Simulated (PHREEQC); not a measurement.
Make-up at 25 °C: 4e-05 mol/kgw NaHCO3, 3.1e-07 mol/kgw Na2SO4 and 0.00076 mol/kgw LiCl. Closed to the air; pH follows from the charge balance.

Computed with PHREEQC (ion-association model, phreeqc.dat).

Precipitation was switched off in this run.

Q: Predict the pH.

A: pH 7.92.

Q: In which forms is C present?

A: HCO3- 97 %, CO2 2.6 % of the C.
